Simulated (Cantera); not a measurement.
A perfectly stirred reactor is fed with CH4 : O2 : N2 = 1 : 1.33 : 5.01 (molar parts), equivalence ratio 1.5, at 13.0 bar; it is adiabatic with a 725 K inlet, and is followed from long to short residence time, starting on the burning branch (τ in s: 0.13, 0.05, 0.019, 0.007, 0.0026, 0.00099, 0.00037, 0.00014, 5.2e-05, 2e-05).

Detailed kinetics in Cantera: GRI-Mech 3.0 (53 species, 325 reactions). The pressure lies above the range GRI-Mech 3.0 was tuned for (to about 10 atm).

Problem. What does this change do: O2 1.33 to 2 parts?

Solution. 
```csv
quantity,before,after
"blow-out, bracketed by the residence times tried","burning at 52.0 µs, out at 20.0 µs","burning at 20.0 µs, the shortest tried"
x(CH4) at τ = 0.130 s,7.32e-5,5.62e-8
x(O2) at τ = 0.130 s,1.05e-5,0.0132
x(NO2) at τ = 0.130 s,3.20e-10,4.83e-6
x(H) at τ = 0.130 s,0.000501,0.00216
x(CH3) at τ = 0.130 s,8.65e-6,4.50e-8
x(CH4) at τ = 0.990 ms,0.00297,7.07e-6
x(O2) at τ = 0.990 ms,0.00103,0.0143
x(NO2) at τ = 0.990 ms,2.14e-9,3.73e-6
x(H) at τ = 0.990 ms,0.000602,0.00225
x(CH3) at τ = 0.990 ms,0.000457,5.64e-6
```

Problem. What does this change do: inlet temperature 725 to 325 K?

Solution. 
```csv
quantity,before,after
"blow-out, bracketed by the residence times tried","burning at 52.0 µs, out at 20.0 µs","burning at 0.370 ms, out at 0.140 ms"
x(CH4) at τ = 0.130 s,7.32e-5,0.00214
x(O2) at τ = 0.130 s,1.05e-5,7.56e-5
x(NO2) at τ = 0.130 s,3.20e-10,3.24e-11
x(H) at τ = 0.130 s,0.000501,8.24e-5
x(CH3) at τ = 0.130 s,8.65e-6,4.57e-5
x(CH4) at τ = 0.990 ms,0.00297,0.0121
x(O2) at τ = 0.990 ms,0.00103,0.00590
x(NO2) at τ = 0.990 ms,2.14e-9,6.81e-10
x(H) at τ = 0.990 ms,0.000602,0.000115
x(CH3) at τ = 0.990 ms,0.000457,0.000544
```

Problem. What does this change do: inlet temperature 725 to 798 K?

Solution. 
| quantity | before | after |
|---|---|---|
| blow-out, bracketed by the residence times tried | burning at 52.0 µs, out at 20.0 µs | burning at 52.0 µs, out at 20.0 µs |
| x(CH4) at τ = 0.130 s | 7.32e-5 | 3.71e-5 |
| x(O2) at τ = 0.130 s | 1.05e-5 | 8.31e-6 |
| x(NO2) at τ = 0.130 s | 3.20e-10 | 5.36e-10 |
| x(H) at τ = 0.130 s | 0.000501 | 0.000675 |
| x(CH3) at τ = 0.130 s | 8.65e-6 | 5.86e-6 |
| x(CH4) at τ = 0.990 ms | 0.00297 | 0.00197 |
| x(O2) at τ = 0.990 ms | 0.00103 | 0.000750 |
| x(NO2) at τ = 0.990 ms | 2.14e-9 | 3.02e-9 |
| x(H) at τ = 0.990 ms | 0.000602 | 0.000810 |
| x(CH3) at τ = 0.990 ms | 0.000457 | 0.000385 |
